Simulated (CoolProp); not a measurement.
Computed with CoolProp (reference Helmholtz-energy equation of state, Gao 2016).

Problem. Give the vapour pressure (MPa), liquid density (kg/m³), vapour density (kg/m³), liquid cp (kJ/(kg K)) of saturated sulfur dioxide at 277.2, 362.1, 390.4 K.

Solution. 
```
T (K)  p (MPa)  liquid density (kg/m³)  vapour density (kg/m³)  liquid cp (kJ/(kg K))
-----  -------  ----------------------  ----------------------  ---------------------
277.2    0.183                    1420                    5.31                   1.37
362.1     2.20                    1160                    59.9                   1.61
390.4     3.91                    1030                     115                   1.94
```
